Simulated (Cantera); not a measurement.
Cantera run:

```python
import numpy as np
import cantera as ct

gas_names = """
    Fe FeO Fe(OH)2 H HO2 H2 H2O H2O2 H2S H2SO4 O OH O2 O3 S SH SO SO2 SO3 S2 S2O S8
""".split()
cond_names = """
    Fe(a) Fe(c) Fe(d) Fe(L) FeO(s) FeO(L) Fe(OH)2(s) Fe(OH)3(s) FeS(a) FeS(b) FeS(c) FeS(L) FeSO4(s)
    FeS2(s) Fe2O3(s) Fe2S3O12(s) Fe3O4(s) H2O(s) H2O(L) H2SO4(L) S(cr1) S(cr2) S(L)
""".split()


# ... load() reads the species with a 1 bar reference pressure and builds the phases ...
atoms = {
    'Fe2O3': {'Fe': 2, 'O': 3},
    'SO3': {'S': 1, 'O': 3},
    'H2O': {'H': 2, 'O': 1},
}
top_T = {'FeSO4(s)': 950, 'FeS2(s)': 1010, 'Fe2O3(s)': 1830, 'Fe2S3O12(s)': 1100, 'Fe3O4(s)': 1870}  # K; cautious upper limits of use, not melting points


# ... equilibrate(T, P, feed) seeds the gas with the atoms and calls Mixture.equilibrate('TP', solver="vcs", rtol=1e-11, max_steps=5000) ...
results = []
feed = {'Fe2O3': 1, 'SO3': 0.54, 'H2O': 2.6}  # mol
P = 10000  # Pa
for T in [648, 798, 948, 1098, 1248, 1398, 1548, 1698, 1848]:
    mix = equilibrate(T, P, feed)
    results.append((T, P, feed, dict(zip(mix.species_names, mix.species_moles))))
    x = sorted(zip(gas.X, gas.species_names), reverse=True)
    print(f"T = {T:g} K  P = {P:g} Pa  gas = {mix.phase_moles(0):.4g} mol")
    print("   x: " + "  ".join(f"{s} {v:.3e}" for v, s in x if v > 1e-05))
    print("   condensed (mol): " + ("  ".join(f"{mix.phase(i).name} {mix.phase_moles(i):.4g}"
          for i in range(1, mix.n_phases) if mix.phase_moles(i) > 1e-12) or "none"))
```

Output:

```
T = 648 K  P = 10000 Pa  gas = 2.6 mol
   x: H2O 1.000e+00  SO2 1.581e-05  SO3 1.571e-05
   condensed (mol): Fe2O3(s) 0.82  Fe2S3O12(s) 0.18
T = 798 K  P = 10000 Pa  gas = 2.679 mol
   x: H2O 9.703e-01  SO2 1.239e-02  SO3 1.103e-02  O2 6.195e-03  H2SO4 7.390e-05
   condensed (mol): Fe2O3(s) 0.841  Fe2S3O12(s) 0.159
T = 948 K  P = 10000 Pa  gas = 3.352 mol
   x: H2O 7.757e-01  SO2 1.265e-01  O2 6.323e-02  SO3 3.462e-02  H2SO4 2.084e-05
   condensed (mol): Fe2O3(s) 1
T = 1098 K  P = 10000 Pa  gas = 3.396 mol
   x: H2O 7.656e-01  SO2 1.507e-01  O2 7.536e-02  SO3 8.302e-03
   condensed (mol): Fe2O3(s) 1
T = 1248 K  P = 10000 Pa  gas = 3.406 mol
   x: H2O 7.634e-01  SO2 1.561e-01  O2 7.805e-02  SO3 2.442e-03  OH 2.150e-05
   condensed (mol): Fe2O3(s) 1
T = 1398 K  P = 10000 Pa  gas = 3.409 mol
   x: H2O 7.627e-01  SO2 1.575e-01  O2 7.873e-02  SO3 9.145e-04  OH 1.160e-04
   condensed (mol): Fe2O3(s) 1
T = 1548 K  P = 10000 Pa  gas = 3.576 mol
   x: H2O 7.267e-01  SO2 1.505e-01  O2 1.217e-01  OH 4.906e-04  SO3 4.896e-04  H2 2.321e-05
   condensed (mol): Fe3O4(s) 0.6667
T = 1698 K  P = 10000 Pa  gas = 3.578 mol
   x: H2O 7.258e-01  SO2 1.507e-01  O2 1.216e-01  OH 1.499e-03  SO3 2.552e-04  H2 1.295e-04  O 4.825e-05  Fe(OH)2 1.396e-05
   condensed (mol): Fe3O4(s) 0.6666
T = 1848 K  P = 10000 Pa  gas = 3.581 mol
   x: H2O 7.234e-01  SO2 1.506e-01  O2 1.211e-01  OH 3.813e-03  H2 5.474e-04  O 2.084e-04  SO3 1.480e-04  Fe(OH)2 6.682e-05  SO 4.574e-05  H 3.923e-05
   condensed (mol): Fe3O4(s) 0.6666
```

Method: chemical equilibrium by Gibbs-energy minimisation in Cantera with the NASA 1993 tables (ideal gas, pure condensed phases).
